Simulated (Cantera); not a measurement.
Standard-state values (1 bar) from the NASA 1993 polynomials, evaluated with Cantera. Values are per mole of reaction as written; species without (g) are pure solids or liquids, kept so even where they would boil at 1 bar.

PbCl2(g) = Pb(g) + 2 Cl(g), with ΔH° = 611.9 kJ and ΔS° = 188.6 J/K at 300 K.

How far is the shortcut ΔG° ≈ ΔH°(300 K) − T·ΔS°(300 K) from the full temperature-dependent value at 2398, 2473, 2548, 2623, 2698, 2773, 2848, 2923, 2998 K?


| T (K) | shortcut (kJ) | full (kJ) | difference (kJ) | difference in log10 K |
|---|---|---|---|---|
| 2398 | 159.6 | 135.1 | 24.5 | -0.53 |
| 2473 | 145.5 | 119.6 | 25.8 | -0.55 |
| 2548 | 131.3 | 104.1 | 27.2 | -0.56 |
| 2623 | 117.2 | 88.6 | 28.6 | -0.57 |
| 2698 | 103.0 | 73.0 | 30.0 | -0.58 |
| 2773 | 88.9 | 57.4 | 31.5 | -0.59 |
| 2848 | 74.7 | 41.8 | 33.0 | -0.60 |
| 2923 | 60.6 | 26.1 | 34.5 | -0.62 |
| 2998 | 46.5 | 10.4 | 36.0 | -0.63 |
The shortcut ignores the heat-capacity change of the reaction.
